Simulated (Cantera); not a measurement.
An isothermal, constant-pressure homogeneous reactor starts with H2 : O2 : N2 = 1.2 : 1 : 1.2 (molar parts), at 1050 K and 353 Torr.

Model: the H2/O2 subset of GRI-Mech 3.0, which has no nitrogen chemistry, integrated in Cantera. The temperature is held fixed by assumption; the heat of reaction is taken as removed at once.

One state of this run: x H2 = 5.41e-6; x O2 = 0.143; x H2O2 = 1.80e-9; x OH = 2.19e-7; x HO2 = 1.96e-7; x H = 6.90e-11; x H2O = 0.429. x: mole fraction; the columns are a selection and need not sum to one.

### Question
Which value of t (s) does it belong to?
A. 8.00
B. 0.000503
C. 0.000100
D. 1.60

### Answer
D, 1.60
